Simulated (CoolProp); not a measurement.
A simple Rankine cycle with water: condensing at 315.15 K, boiler at 0.309 MPa, turbine inlet 422.7 K, turbine efficiency 0.9, pump efficiency 0.8, no recuperator. Each further row changes one setting.

Computed with CoolProp (reference Helmholtz-energy equation of state, Wagner 2002).

| case | thermal efficiency (%) | net work (kJ/kg) | heat in (kJ/kg) | turbine exit temperature (K) | volume ratio over the turbine |
|---|---|---|---|---|---|
| as stated | (withheld) | 492 | 2580 | 315.1 | 25.0 |
| turbine inlet 442.7 K | (withheld) | 502 | (withheld) | 315.1 | 24.2 |
| condensing temperature 307.15 K | (withheld) | (withheld) | 2620 | 307.1 | 37.1 |
| boiler pressure 0.216 MPa | 17.3 | 448 | 2590 | 315.1 | (withheld) |
| turbine efficiency 0.8 | 16.9 | 437 | 2580 | 315.1 | (withheld) |

Question: Some entries are withheld; supply them.

Answer: 
- as stated, thermal efficiency (%): 19.0
- turbine inlet 442.7 K, thermal efficiency (%): 19.1
- turbine inlet 442.7 K, heat in (kJ/kg): 2630
- condensing temperature 307.15 K, thermal efficiency (%): 20.6
- condensing temperature 307.15 K, net work (kJ/kg): 539
- boiler pressure 0.216 MPa, volume ratio over the turbine: 17.8
- turbine efficiency 0.8, volume ratio over the turbine: 25.7

The expansion ends wet for: as stated; turbine inlet 442.7 K; condensing temperature 307.15 K; boiler pressure 0.216 MPa; turbine efficiency 0.8.
